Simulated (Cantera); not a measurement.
A Cantera script and what it prints.

```python
import numpy as np
import cantera as ct

gas_names = [...]  # 116 gases of nasa_gas.yaml made of C, H, Mg, O
cond_names = """
    C(gr) C6H6(L) C7H8(L) C8H18(L),n-octa H2O(s) H2O(L) Mg(cr) Mg(L) MgCO3(s) MgO(s) MgO(L) MgO2H2(s)
""".split()


# ... load() reads the species with a 1 bar reference pressure and builds the phases ...
atoms = {
    'MgCO3': {'Mg': 1, 'C': 1, 'O': 3},
    'H2O': {'H': 2, 'O': 1},
}
top_T = {'C(gr)': 4500}  # K; cautious upper limits of use, not melting points


# ... equilibrate(T, P, feed) seeds the gas with the atoms and calls Mixture.equilibrate('TP', solver="vcs", rtol=1e-11, max_steps=5000) ...
results = []
feed = {'MgCO3': 1, 'H2O': 7.3}  # mol
T = 650  # K
for P in [10, 36, 130, 460, 1700, 6000, 22000, 77000, 280000, 1000000]:
    mix = equilibrate(T, P, feed)
    results.append((T, P, feed, dict(zip(mix.species_names, mix.species_moles))))

top = {s: max(r[3][s] / sum(r[3][g] for g in gas_names) for r in results) for s in gas_names}
cols = sorted((s for s in top if top[s] > 1e-06), key=lambda s: -top[s])[:9]
seen = [c for c in cond_names if any(r[3].get(c, 0) > 1e-12 for r in results)]
print("log10 of partial pressures in bar; condensed amounts in mol")
print(f"{'P/Pa':>10s}" + "".join(f"{s[:9]:>10s}" for s in cols + seen))
for T, P, feed, n in results:
    ng = sum(n[g] for g in gas_names)
    print(f"{P:10.4g}" + "".join(f"{np.log10(max(n[s] / ng * P / 1e5, 1e-99)):10.3f}" for s in cols)
          + "".join(f"{n.get(c, 0):10.4g}" for c in seen))
```

Output:

```
log10 of partial pressures in bar; condensed amounts in mol
      P/Pa       H2O       CO2  MgCO3(s)    MgO(s)
        10    -4.056    -4.919         0         1
        36    -3.499    -4.363         0         1
       130    -2.942    -3.805         0         1
       460    -2.393    -3.256         0         1
      1700    -1.825    -2.689         0         1
      6000    -1.278    -2.141         0         1
   2.2e+04    -0.713    -1.577         0         1
   7.7e+04    -0.169    -1.033         0         1
   2.8e+05     0.391    -0.472         0         1
     1e+06     0.980    -0.339    0.6494    0.3506
```

Method: chemical equilibrium by Gibbs-energy minimisation in Cantera with the NASA 1993 tables (ideal gas, pure condensed phases).
